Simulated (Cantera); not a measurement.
A freely propagating, adiabatic, planar premixed flame of CH₄ : O₂ : N₂ : H₂O = 1 : 2.06 : 7.75 : 0.25 (molar parts), unburnt at 325 K and 4.93 atm; multicomponent transport, grid criteria slope 0.08 and curve 0.16, no radiation.

Computed with Cantera and GRI-Mech 3.0 (53 species, 325 reactions). Burning velocities carry a grid error of a few per cent, more on coarse grids.

x: mole fraction of selected species; z is measured from the peak of heat release.

```json
[
 {"z (mm)": "-0.514", "T (K)": "325", "u (m/s)": "0.193", "x CH₄": "0.0904", "x O₂": "0.186", "x H₂O": "0.0226", "x NO₂": "<1e-8", "x C₂H₆": "<1e-8", "x NO": "<1e-8"},
 {"z (mm)": "-0.343", "T (K)": "328", "u (m/s)": "0.194", "x CH₄": "0.0901", "x O₂": "0.186", "x H₂O": "0.0230", "x NO₂": "<1e-8", "x C₂H₆": "?", "x NO": "<1e-8"},
 {"z (mm)": "-0.257", "T (K)": "342", "u (m/s)": "0.203", "x CH₄": "0.0893", "x O₂": "0.185", "x H₂O": "0.0247", "x NO₂": "?", "x C₂H₆": "?", "x NO": "<1e-8"},
 {"z (mm)": "-0.171", "T (K)": "453", "u (m/s)": "0.270", "x CH₄": "0.0835", "x O₂": "0.177", "x H₂O": "0.0373", "x NO₂": "5.95e-7", "x C₂H₆": "3.45e-5", "x NO": "1.38e-7"},
 {"z (mm)": "-0.0857", "T (K)": "961", "u (m/s)": "0.579", "x CH₄": "0.0550", "x O₂": "0.134", "x H₂O": "0.0899", "x NO₂": "2.02e-6", "x C₂H₆": "0.000393", "x NO": "3.31e-6"},
 {"z (mm)": "-0.0428", "T (K)": "1397", "u (m/s)": "0.845", "x CH₄": "0.0282", "x O₂": "0.0904", "x H₂O": "0.133", "x NO₂": "7.17e-7", "x C₂H₆": "0.000652", "x NO": "9.48e-6"},
 {"z (mm)": "0", "T (K)": "1815", "u (m/s)": "1.10", "x CH₄": "0.00430", "x O₂": "0.0428", "x H₂O": "0.174", "x NO₂": "4.77e-8", "x C₂H₆": "6.03e-5", "x NO": "1.77e-5"},
 {"z (mm)": "0.0428", "T (K)": "1980", "u (m/s)": "1.19", "x CH₄": "7.27e-5", "x O₂": "0.0217", "x H₂O": "0.187", "x NO₂": "2.43e-8", "x C₂H₆": "1.90e-8", "x NO": "2.66e-5"},
 {"z (mm)": "0.0857", "T (K)": "2047", "u (m/s)": "1.23", "x CH₄": "7.60e-7", "x O₂": "0.0163", "x H₂O": "0.190", "x NO₂": "2.72e-8", "x C₂H₆": "<1e-8", "x NO": "3.14e-5"},
 {"z (mm)": "0.171", "T (K)": "2114", "u (m/s)": "1.26", "x CH₄": "<1e-8", "x O₂": "0.0125", "x H₂O": "0.194", "x NO₂": "2.98e-8", "x C₂H₆": "<1e-8", "x NO": "3.65e-5"},
 {"z (mm)": "0.343", "T (K)": "2166", "u (m/s)": "1.29", "x CH₄": "<1e-8", "x O₂": "0.00983", "x H₂O": "0.197", "x NO₂": "3.13e-8", "x C₂H₆": "<1e-8", "x NO": "4.27e-5"},
 {"z (mm)": "0.685", "T (K)": "2196", "u (m/s)": "1.31", "x CH₄": "<1e-8", "x O₂": "0.00822", "x H₂O": "0.200", "x NO₂": "3.12e-8", "x C₂H₆": "<1e-8", "x NO": "5.04e-5"},
 {"z (mm)": "1.37", "T (K)": "2208", "u (m/s)": "1.31", "x CH₄": "<1e-8", "x O₂": "0.00752", "x H₂O": "0.200", "x NO₂": "3.37e-8", "x C₂H₆": "<1e-8", "x NO": "6.18e-5"}
]
```

What belongs in the gaps?


- -0.343, x C₂H₆: 2.20e-7
- -0.257, x NO₂: 5.67e-8
- -0.257, x C₂H₆: 2.10e-6
